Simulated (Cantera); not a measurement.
## Ignition delay

Mixture: CH4 : C2H6 : C3H8 : O2 : N2 = 1 : 0.079 : 0.033 : 3.94 : 11 (molar parts), equivalence ratio 0.62, at 11.0 bar, adiabatic and at constant volume. Ignition delay is the time to a rise of 400 K.

Cantera simulation using GRI-Mech 3.0 (53 species, 325 reactions); the numbers are that mechanism's predictions, not measurements.

| T0 (K) | delay (ms) |
|---|---|
| 1175 | 1.15 |
| 1225 | 0.600 |
| 1275 | 0.328 |
| 1325 | 0.186 |
| 1375 | 0.108 |
| 1425 | 0.0653 |
| 1475 | 0.0405 |

* **apparent activation energy between 1375 and 1475 K**: 170 kJ/mol
